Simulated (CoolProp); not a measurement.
Vapour-liquid equilibrium of CH2F2 (R32) (1) + R143a (2) at -64.55 °C; x and y are mole fractions of (1).

Computed with CoolProp (multi-fluid Helmholtz-energy mixture model, Tillner-Roth 1997 and Lemmon and Jacobsen 2000; pair parameters Bell 2016).

```csv
x,"bubble pressure, mixture model (bar)","bubble pressure, Raoult's law (bar)","y, mixture model","y, Raoult's law"
0.05,0.4295,0.4165,0.087,0.060
0.2,0.4714,0.4299,0.287,0.233
0.35,(withheld),0.4432,(withheld),0.396
0.5,0.5179,0.4565,0.554,0.549
0.65,0.5265,0.4699,0.665,0.693
0.8,0.5252,0.4832,(withheld),0.829
0.95,(withheld),0.4966,0.934,0.959
```

### Question
Fill in the missing entries.

### Answer

- 0.35, bubble pressure, mixture model (bar): 0.5000
- 0.35, y, mixture model: 0.434
- 0.8, y, mixture model: 0.783
- 0.95, bubble pressure, mixture model (bar): 0.5104

The largest gap from Raoult's law is +13.5 % in bubble pressure, at x = 0.5. y crosses x between x = 0.65 and 0.8: the model has an azeotrope there.

The pair parameters rest on a limited set of measurements; away from them the model extrapolates.
